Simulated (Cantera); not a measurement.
Input: 1 mol CF4, a varied amount of H2, at 3425 K and 0.0133 bar.

Method: chemical equilibrium by Gibbs-energy minimisation in Cantera with the NASA 1993 tables (ideal gas, pure condensed phases). Candidate condensed phases: C, C6H6, C7H8, C8H18; 95 gas species. The numbers say what is thermodynamically allowed, not how fast it happens.

x: gas mole fraction; nothing condenses.

```json
[
 {"n(H2) (mol)": "0.34", "x F": "0.710", "x H": "0.0359", "x HF": "0.113", "x CF": "0.0532", "x C": "0.0394", "x C3": "0.0332", "x H2": "6.98e-5", "x C2": "0.0122"},
 {"n(H2) (mol)": "0.8", "x F": "0.546", "x H": "0.0953", "x HF": "0.232", "x CF": "0.0407", "x C": "0.0392", "x C3": "0.0327", "x H2": "0.000491", "x C2": "0.0120"},
 {"n(H2) (mol)": "1.3", "x F": "0.406", "x H": "0.171", "x HF": "0.309", "x CF": "0.0296", "x C": "0.0384", "x C3": "0.0307", "x H2": "0.00159", "x C2": "0.0115"},
 {"n(H2) (mol)": "1.7", "x F": "(withheld)", "x H": "(withheld)", "x HF": "0.338", "x CF": "(withheld)", "x C": "0.0374", "x C3": "(withheld)", "x H2": "(withheld)", "x C2": "0.0110"},
 {"n(H2) (mol)": "2.2", "x F": "0.247", "x H": "0.313", "x HF": "0.344", "x CF": "0.0169", "x C": "0.0359", "x C3": "0.0252", "x H2": "0.00531", "x C2": "0.0101"},
 {"n(H2) (mol)": "2.6", "x F": "(withheld)", "x H": "(withheld)", "x HF": "0.337", "x CF": "(withheld)", "x C": "0.0347", "x C3": "(withheld)", "x H2": "(withheld)", "x C2": "0.00942"},
 {"n(H2) (mol)": "3.1", "x F": "0.167", "x H": "0.430", "x HF": "0.319", "x CF": "0.0105", "x C": "0.0332", "x C3": "0.0198", "x H2": "0.00998", "x C2": "0.00862"},
 {"n(H2) (mol)": "3.5", "x F": "0.145", "x H": "0.471", "x HF": "0.304", "x CF": "0.00882", "x C": "0.0320", "x C3": "0.0178", "x H2": "0.0120", "x C2": "0.00804"},
 {"n(H2) (mol)": "4", "x F": "0.124", "x H": "0.515", "x HF": "0.284", "x CF": "0.00722", "x C": "0.0307", "x C3": "0.0157", "x H2": "0.0144", "x C2": "0.00739"}
]
```

Q: Some entries are withheld; supply them.

A: 
- 2.6, x F: 0.205
- 2.6, x H: 0.369
- 2.6, x CF: 0.0135
- 2.6, x C3: 0.0226
- 2.6, x H2: 0.00737
- 1.7, x F: 0.322
- 1.7, x H: 0.236
- 1.7, x CF: 0.0229
- 1.7, x C3: 0.0284
- 1.7, x H2: 0.00301
